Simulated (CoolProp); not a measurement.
Hydrogen sulfide at 293.15 K and 0.156 MPa is compressed adiabatically to 0.881 MPa with isentropic efficiency 0.75. Each further row changes one setting.

Computed with CoolProp (reference Helmholtz-energy equation of state, Lemmon 2006). It is a short technical equation, of lower accuracy than the large ones.

```csv
case,work (kJ/kg),final temperature (K),final density (kg/m³)
as stated,(withheld),(withheld),(withheld)
efficiency 1,151,(withheld),8.29
efficiency 0.65,233,(withheld),(withheld)
```

Q: Complete the blanks.

A: 
- as stated, work (kJ/kg): 202
- as stated, final temperature (K): 489.9
- as stated, final density (kg/m³): 7.47
- efficiency 1, final temperature (K): 444.1
- efficiency 0.65, final temperature (K): 517.7
- efficiency 0.65, final density (kg/m³): 7.05
